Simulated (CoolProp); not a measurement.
Vapour-liquid equilibrium of acetone (1) + p-xylene (2) at 8.61 bar; x and y are mole fractions of (1).

The numbers come from the multi-fluid Helmholtz-energy mixture model, Lemmon 2006 and Zhou 2012; pair parameters Bell 2016 in CoolProp.

Problem. Give the bubble temperature and the first vapour's composition at x = 0.2, 0.65, 0.8. Is there an azeotrope?

Solution. x = 0.2: 194.8 °C, y = 0.589; x = 0.65: 153.5 °C, y = 0.900; x = 0.8: 145.5 °C, y = 0.946. No azeotrope shows between x = 0.05 and 0.95.

Pair parameters are fitted to limited data, so mixtures are less certain than the pure fluids.
